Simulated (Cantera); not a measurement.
Mixture: 24.2 % H2, 15.9 % O2, 59.8 % N2, equivalence ratio 0.76, at 1.01 bar, adiabatic and at constant pressure. Ignition delay is the time to a rise of 400 K.

Computed with Cantera and the H2/O2 subset of GRI-Mech 3.0, which has no nitrogen chemistry. Where the delays flatten at high temperature, the 400 K rule measures the pace of heat release, not the induction time.

### Question
Predict: delay at 1050 K; delay at 1125 K; delay at 1200 K; delay at 1275 K; delay at 1350 K; delay at 1425 K.

### Answer
```json
{
  "delay at 1050 K": "0.141 ms",
  "delay at 1125 K": "73.7 µs",
  "delay at 1200 K": "47.2 µs",
  "delay at 1275 K": "33.8 µs",
  "delay at 1350 K": "26.3 µs",
  "delay at 1425 K": "22.0 µs"
}
```
